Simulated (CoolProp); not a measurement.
Vapour-liquid equilibrium of n-hexane (1) + n-decane (2) at 74.75 °C; x and y are mole fractions of (1).

Computed with CoolProp (multi-fluid Helmholtz-energy mixture model, Thol 2019 and Lemmon 2006; pair parameters Kunz 2012).

Give the bubble pressure and the first vapour's composition at x = 0.2, 0.8, 0.95. Is there an azeotrope?

x = 0.2: 25.11 kPa, y = 0.896; x = 0.8: 96.99 kPa, y = 0.993; x = 0.95: 115.7 kPa, y = 0.998. No azeotrope shows between x = 0.05 and 0.95.

The pair parameters rest on a limited set of measurements; away from them the model extrapolates.
